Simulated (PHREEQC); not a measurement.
A solution holds 0.071 mol/kgw HF, 0.0082 mol/kgw NH4HF2, 0.0045 mol/kgw (NH4)2SiF6 and 3.3e-05 mol/kgw H2SO4, at 73 °C. Closed to the air; pH follows from the charge balance.

All values are PHREEQC results (ion-association model, phreeqc.dat), not measurements.

```csv
quantity,before,after
pH,2.57,2.66
HF (mol/kgw),0.0734,0.0771
HF2- (mol/kgw),0.00272,0.00372
SO4-2 (mol/kgw),1.99e-5,2.10e-5
```

**Question.** Name the change that produced these shifts.
(A) diluted 5-fold with water
(B) HF from 0.071 to 0.355 mol/kgw
(C) (NH4)2SiF6 left out
(D) NH4HF2 from 0.0082 to 0.0123 mol/kgw
(E) (NH4)2SiF6 from 0.0045 to 0.045 mol/kgw

**Answer.** D, NH4HF2 from 0.0082 to 0.0123 mol/kgw

No solid was allowed to form. Away from 25 °C the constants follow the database's enthalpies or fits; those with neither stay at their 25 °C values. SiF6-2 is the database's only silicon fluoride.
